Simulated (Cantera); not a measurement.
A perfectly stirred reactor is fed with H2 : O2 = 0.027 : 1 (molar parts), at 20.0 Torr; it is held at 1323 K, and followed from long to short residence time.

Cantera simulation using the H2/O2 subset of GRI-Mech 3.0, which has no nitrogen chemistry; the numbers are that mechanism's predictions, not measurements. Radical loss at walls, strong at low pressure, is not modelled.

| quantity | before | after |
|---|---|---|
| x(H2) at τ = 5.40 s | 1.79e-5 | 1.03e-5 |
| x(O2) at τ = 5.40 s | 0.973 | 0.986 |
| x(H2O) at τ = 5.40 s | 0.0264 | 0.0132 |
| x(OH) at τ = 5.40 s | 0.000490 | 0.000325 |
| x(HO2) at τ = 5.40 s | 3.96e-7 | 2.56e-7 |
| x(H2) at τ = 79.0 ms | 0.000212 | 0.000118 |
| x(O2) at τ = 79.0 ms | 0.965 | 0.980 |
| x(H2O) at τ = 79.0 ms | 0.0252 | 0.0126 |
| x(OH) at τ = 79.0 ms | 0.00178 | 0.00110 |
| x(HO2) at τ = 79.0 ms | 1.83e-6 | 1.09e-6 |

**Question.** What was changed between the two runs?
A. temperature 1323 to 975 K
B. pressure from 20.0 Torr to 10.00 Torr
C. O2 1 to 0.36 parts
D. O2 1 to 2 parts

**Answer.** D, O2 1 to 2 parts
